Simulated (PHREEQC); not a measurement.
# City or well water: an equilibrium model

Synthetic water in mg/kgw, 25 °C, pH 6.9, pe 9.1:

| constituent | mg/kgw |
|---|---|
| Na | 17 |
| K | 1.93 |
| Ca | 18 |
| Mg | 3.09 |
| Cl | 34.9 |
| S(6) as SO4 | 17.1 |
| Alkalinity as HCO3 | 37 |
| Li | 0.0017 |
| Ba | 0.183 |

Na is adjusted to close the charge balance.
Valence states are taken as typed.

All values are PHREEQC results (ion-association model, phreeqc.dat), not measurements.

| Item | Value |
|---|---|
| ionic strength | 0.00265 mol/kgw |
| specific conductance | 222 µS/cm |

```csv
species,molality,activity,log γ
Cl-,0.000984,0.000930,-0.025
Na+,0.000741,0.000701,-0.024
HCO3-,0.000602,0.000570,-0.024
Ca+2,0.000438,0.000351,-0.096
SO4-2,0.000166,0.000133,-0.097
CO2,0.000161,0.000161,0.000
Mg+2,0.000123,9.90e-5,-0.096
K+,4.93e-5,4.66e-5,-0.025
```

This is a speciation only: nothing precipitates in the calculation.
